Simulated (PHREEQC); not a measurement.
Consider water at 20 °C with 0.027 mol/kgw CdSO4, 0.051 mol/kgw Na2SO4 and 0.11 mol/kgw H2SO4. Closed to the air; pH follows from the charge balance.

The numbers come from PHREEQC with the ion-association model, wateq4f.dat.

Each row changes one thing in this solution. This is a speciation only: nothing precipitates in the calculation.

```json
[
 {"case": "as made", "pH": "1.09", "ionic strength (mol/kgw)": "0.284", "HSO4- (mol/kgw)": "0.117", "SO4-2 (mol/kgw)": "0.0451", "Cd+2 (mol/kgw)": "0.0116", "CdSO4 (mol/kgw)": "0.0104"},
 {"case": "Na2SO4 replaced by Fe2(SO4)3 at the same molality", "pH": "1.16", "ionic strength (mol/kgw)": "0.334", "HSO4- (mol/kgw)": "0.106", "SO4-2 (mol/kgw)": "0.0501", "Cd+2 (mol/kgw)": "0.0113", "CdSO4 (mol/kgw)": "0.0103"},
 {"case": "diluted 5-fold with water", "pH": "1.65", "ionic strength (mol/kgw)": "0.0721", "HSO4- (mol/kgw)": "0.0172", "SO4-2 (mol/kgw)": "0.0167", "Cd+2 (mol/kgw)": "0.00278", "CdSO4 (mol/kgw)": "0.00220"},
 {"case": "H2SO4 from 0.11 to 0.055 mol/kgw", "pH": "1.40", "ionic strength (mol/kgw)": "0.228", "HSO4- (mol/kgw)": "0.0604", "SO4-2 (mol/kgw)": "0.0450", "Cd+2 (mol/kgw)": "0.0107", "CdSO4 (mol/kgw)": "0.0109"},
 {"case": "Na2SO4 from 0.051 to 0.0459 mol/kgw", "pH": "1.08", "ionic strength (mol/kgw)": "0.275", "HSO4- (mol/kgw)": "0.115", "SO4-2 (mol/kgw)": "0.0431", "Cd+2 (mol/kgw)": "0.0118", "CdSO4 (mol/kgw)": "0.0104"},
 {"case": "H2SO4 left out", "pH": "6.52", "ionic strength (mol/kgw)": "0.176", "HSO4- (mol/kgw)": "5.17e-7", "SO4-2 (mol/kgw)": "0.0473", "Cd+2 (mol/kgw)": "0.00919", "CdSO4 (mol/kgw)": "0.0116"},
 {"case": "temperature from 20 to 75 °C", "pH": "1.26", "ionic strength (mol/kgw)": "0.244", "HSO4- (mol/kgw)": "0.150", "SO4-2 (mol/kgw)": "0.0229", "Cd+2 (mol/kgw)": "0.0168", "CdSO4 (mol/kgw)": "0.00861"},
 {"case": "temperature from 20 to 45 °C", "pH": "1.16", "ionic strength (mol/kgw)": "0.264", "HSO4- (mol/kgw)": "0.132", "SO4-2 (mol/kgw)": "0.0344", "Cd+2 (mol/kgw)": "0.0136", "CdSO4 (mol/kgw)": "0.0101"}
]
```

Complexes and solids missing from the database can't appear. Some of these states are supersaturated (in Hematite (slow to form), Goethite (slow to form), for instance). At this temperature some constants are extrapolated from 25 °C, and those without enthalpy data are left unchanged.
